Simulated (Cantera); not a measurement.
Input (Python, Cantera):

```python
import numpy as np
import cantera as ct

gas = ct.Solution("h2o2.yaml")
gas.TPX = 400, 360000, {'H2': 1, 'O2': 0.549, 'N2': 2.07}
flame = ct.FreeFlame(gas, width=0.016)
flame.set_refine_criteria(ratio=3, slope=0.08, curve=0.16)
flame.transport_model = "mixture-averaged"
flame.solve(loglevel=0, auto=True)
z, T = flame.grid, flame.T
thick = (T[-1] - T[0]) / np.gradient(T, z).max()
show = ['H2', 'O2', 'H2O2', 'H', 'HO2', 'O']
print(f"laminar burning velocity  {flame.velocity[0] * 100:.3f} cm/s")
print(f"burnt temperature         {T[-1]:.1f} K")
print(f"thermal thickness         {thick * 1e3:.4f} mm")
print(f"grid points               {len(z)}")
z0 = z[flame.heat_release_rate.argmax()]
print(f"{'z/mm':>9s}{'T/K':>9s}{'u/(m/s)':>9s}" + "".join(f"{s:>11s}" for s in show))
rows = []
for k in (-3, -2, -1.5, -1, -0.5, -0.25, 0, 0.25, 0.5, 1, 2, 4, 8):
    zz = z0 + k * thick
    rows.append([k * thick, np.interp(zz, z, T), np.interp(zz, z, flame.velocity),
                 *(np.interp(zz, z, flame.X[gas.species_index(s)]) for s in show)])
    print(f"{rows[-1][0] * 1e3:9.3f}{rows[-1][1]:9.1f}{rows[-1][2]:9.3f}" + "".join(f"{x:11.3e}" for x in rows[-1][3:]))
```

It prints:

```
laminar burning velocity  288.680 cm/s
burnt temperature         2375.2 K
thermal thickness         0.0772 mm
grid points               111
     z/mm      T/K  u/(m/s)         H2         O2       H2O2          H        HO2          O
   -0.232    400.0    2.887  2.763e-01  1.517e-01  1.477e-11  4.768e-15  1.140e-10  1.367e-11
   -0.154    400.0    2.886  2.762e-01  1.517e-01  7.865e-10  1.518e-13  5.823e-09  4.246e-10
   -0.116    400.2    2.885  2.756e-01  1.518e-01  1.004e-08  1.519e-12  7.306e-08  3.690e-09
   -0.077    401.8    2.887  2.727e-01  1.525e-01  2.386e-07  9.188e-11  1.710e-06  5.011e-08
   -0.039    457.0    3.190  2.479e-01  1.563e-01  3.010e-05  2.735e-06  2.468e-04  3.591e-06
   -0.019    767.7    5.145  1.978e-01  1.495e-01  1.236e-04  1.271e-03  8.183e-04  1.921e-04
    0.000   1241.3    8.096  1.269e-01  1.157e-01  4.229e-05  1.031e-02  3.541e-04  2.297e-03
    0.019   1576.4   10.187  6.768e-02  7.142e-02  6.472e-06  1.989e-02  1.715e-04  5.899e-03
    0.039   1765.3   11.360  4.006e-02  4.634e-02  3.466e-06  2.132e-02  9.322e-05  7.456e-03
    0.077   1953.6   12.485  2.668e-02  3.255e-02  1.903e-06  1.573e-02  4.821e-05  6.793e-03
    0.154   2114.3   13.397  2.037e-02  2.728e-02  1.155e-06  8.688e-03  2.641e-05  4.489e-03
    0.309   2235.6   14.058  1.397e-02  2.369e-02  7.898e-07  4.083e-03  1.398e-05  2.566e-03
    0.617   2314.2   14.473  8.554e-03  2.136e-02  5.803e-07  1.727e-03  7.714e-06  1.383e-03
```

Detailed kinetics in Cantera: the H2/O2 subset of GRI-Mech 3.0, which has no nitrogen chemistry. The hydrogen kinetics of GRI-Mech 3.0 are dated; newer H2 mechanisms differ, most at raised pressure. Burning velocities carry a grid error of a few per cent, more on coarse grids.
